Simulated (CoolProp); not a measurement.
Vapour-liquid equilibrium of benzene (1) + n-nonane (2) at 0.073 MPa; x and y are mole fractions of (1).

Values from CoolProp's multi-fluid Helmholtz-energy mixture model, Thol 2012 and Lemmon 2006; pair parameters Bell 2016.

Question: Give the bubble temperature and the first vapour's composition at x = 0.65, 0.8, 0.95. Is there an azeotrope?

Answer: x = 0.65: 352.5 K, y = 0.938; x = 0.8: 348.2 K, y = 0.966; x = 0.95: 344.2 K, y = 0.992. No azeotrope shows between x = 0.05 and 0.95.

The pair parameters rest on a limited set of measurements; away from them the model extrapolates.
